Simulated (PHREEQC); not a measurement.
Acid mine or pickling water: speciation

Synthetic water in mmol/kgw, 90 °C, pH 2.07, pe 10.9: Na 1.42; K 0.0139; Ca 0.901; Mg 3.15; Cl 2.87; S(6) 11.8; Cd 0.0187.

Cl is adjusted to close the charge balance.
Valence states are taken as typed.

All values are PHREEQC results (ion-association model, phreeqc.dat), not measurements.

Precipitation was switched off in this run.

**Question.** Estimate the ionic strength, specific conductance.

**Answer.** ionic strength 0.0216 mol/kgw; specific conductance 12000 µS/cm.

**Question.** In which forms is Mg present?

**Answer.** Mg+2 58 %, MgSO4 42 % of the Mg.

Complexes and solids missing from the database can't appear. Away from 25 °C the constants follow the database's enthalpies or fits; those with neither stay at their 25 °C values.
